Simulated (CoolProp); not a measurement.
A simple Rankine cycle with R227EA: condensing at 306.15 K, boiler at 1.92 MPa, turbine inlet 474 K, turbine efficiency 0.65, pump efficiency 0.6, no recuperator. Each further row changes one setting.

Computed with CoolProp (reference Helmholtz-energy equation of state, Lemmon 2016).

```json
[
 {"case": "as stated", "thermal efficiency (%)": "5.7", "net work (kJ/kg)": "14.8", "heat in (kJ/kg)": "261", "turbine exit temperature (K)": "451.8", "volume ratio over the turbine": "3.39"},
 {"case": "condensing temperature 298.15 K", "thermal efficiency (%)": "[?]", "net work (kJ/kg)": "17.9", "heat in (kJ/kg)": "271", "turbine exit temperature (K)": "[?]", "volume ratio over the turbine": "4.29"},
 {"case": "boiler pressure 1.34 MPa", "thermal efficiency (%)": "[?]", "net work (kJ/kg)": "10.9", "heat in (kJ/kg)": "265", "turbine exit temperature (K)": "[?]", "volume ratio over the turbine": "2.33"},
 {"case": "turbine efficiency 0.55", "thermal efficiency (%)": "4.7", "net work (kJ/kg)": "12.2", "heat in (kJ/kg)": "261", "turbine exit temperature (K)": "[?]", "volume ratio over the turbine": "3.41"}
]
```

Task: What belongs in the gaps?

Result: 
- condensing temperature 298.15 K, thermal efficiency (%): 6.6
- condensing temperature 298.15 K, turbine exit temperature (K): 448.0
- boiler pressure 1.34 MPa, thermal efficiency (%): 4.1
- boiler pressure 1.34 MPa, turbine exit temperature (K): 459.1
- turbine efficiency 0.55, turbine exit temperature (K): 454.3
